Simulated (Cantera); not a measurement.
Charge: 1 mol CCl4, 0.27 mol H2, at 3073.15 K.

Cantera equilibrium calculation (NASA polynomials, part measured and part estimated; ideal gas, pure solids and liquids). Candidate condensed phases: C, C6H6, C7H8, C8H18; 91 gas species. Rates play no part.

Problem. What share of the C ends up in condensed phases as a function of P (Pa), at 1, 6.80, 46, 320, 2200, 15000, 100000?

Solution. 
| P (Pa) | C condensed (%) | as |
|---|---|---|
| 1 | 0.0 | - |
| 6.80 | 0.0 | - |
| 46 | 0.0 | - |
| 320 | 0.0 | - |
| 2200 | 51.3 | C(graphite) |
| 15000 | 93.0 | C(graphite) |
| 100000 | 98.5 | C(graphite) |
